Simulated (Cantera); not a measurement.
An adiabatic, constant-pressure homogeneous reactor starts with CH3OH : O2 : N2 = 1 : 3 : 11.3 (molar parts), at 1650 K and 1.00 bar. Integrator tolerance rtol = 1e-08.

Detailed kinetics in Cantera: GRI-Mech 3.0 (53 species, 325 reactions). GRI-Mech 3.0 was tuned for natural gas; its chemistry of methanol as a main component is partial and can be far from experiment.

What does this change do: pressure from 1.00 bar to 4.40 bar?


```tsv
quantity	before	after
time of steepest temperature rise	91.7 µs	23.9 µs
temperature at 0.400 s	2523 K	2574 K
equilibrium temperature	2523 K	2574 K
x(CH3OH) at 0.400 s	<1e-12 (gas-phase equilibrium <1e-12)	<1e-12 (gas-phase equilibrium <1e-12)
x(O2) at 0.400 s	0.0864 (gas-phase equilibrium 0.0864)	0.0856 (gas-phase equilibrium 0.0856)
x(NO) at 0.400 s	0.0145 (gas-phase equilibrium 0.0145)	0.0158 (gas-phase equilibrium 0.0158)
x(N2O) at 0.400 s	7.59e-7 (gas-phase equilibrium 7.59e-7)	1.73e-6 (gas-phase equilibrium 1.73e-6)
x(OH) at 0.400 s	0.0134 (gas-phase equilibrium 0.0134)	0.0109 (gas-phase equilibrium 0.0109)
```

What does this change do: N2 11.3 to 24 parts?


| quantity | before | after |
|---|---|---|
| time of steepest temperature rise | 91.7 µs | 0.125 ms |
| temperature at 0.400 s | 2523 K | 2231 K |
| equilibrium temperature | 2523 K | 2230 K |
| x(CH3OH) at 0.400 s | <1e-12 (gas-phase equilibrium <1e-12) | <1e-12 (gas-phase equilibrium <1e-12) |
| x(O2) at 0.400 s | 0.0864 (gas-phase equilibrium 0.0864) | 0.0490 (gas-phase equilibrium 0.0488) |
| x(NO) at 0.400 s | 0.0145 (gas-phase equilibrium 0.0145) | 0.00624 (gas-phase equilibrium 0.00674) |
| x(N2O) at 0.400 s | 7.59e-7 (gas-phase equilibrium 7.59e-7) | 3.84e-7 (gas-phase equilibrium 3.86e-7) |
| x(OH) at 0.400 s | 0.0134 (gas-phase equilibrium 0.0134) | 0.00324 (gas-phase equilibrium 0.00322) |

What does this change do: N2 11.3 to 8.3 parts?


```json
[
 {"quantity": "time of steepest temperature rise", "before": "91.7 µs", "after": "80.9 µs"},
 {"quantity": "temperature at 0.400 s", "before": "2523 K", "after": "2623 K"},
 {"quantity": "equilibrium temperature", "before": "2523 K", "after": "2623 K"},
 {"quantity": "x(CH3OH) at 0.400 s", "before": "<1e-12 (gas-phase equilibrium <1e-12)", "after": "<1e-12 (gas-phase equilibrium <1e-12)"},
 {"quantity": "x(O2) at 0.400 s", "before": "0.0864 (gas-phase equilibrium 0.0864)", "after": "0.106 (gas-phase equilibrium 0.106)"},
 {"quantity": "x(NO) at 0.400 s", "before": "0.0145 (gas-phase equilibrium 0.0145)", "after": "0.0180 (gas-phase equilibrium 0.0180)"},
 {"quantity": "x(N2O) at 0.400 s", "before": "7.59e-7 (gas-phase equilibrium 7.59e-7)", "after": "8.91e-7 (gas-phase equilibrium 8.91e-7)"},
 {"quantity": "x(OH) at 0.400 s", "before": "0.0134 (gas-phase equilibrium 0.0134)", "after": "0.0206 (gas-phase equilibrium 0.0206)"}
]
```
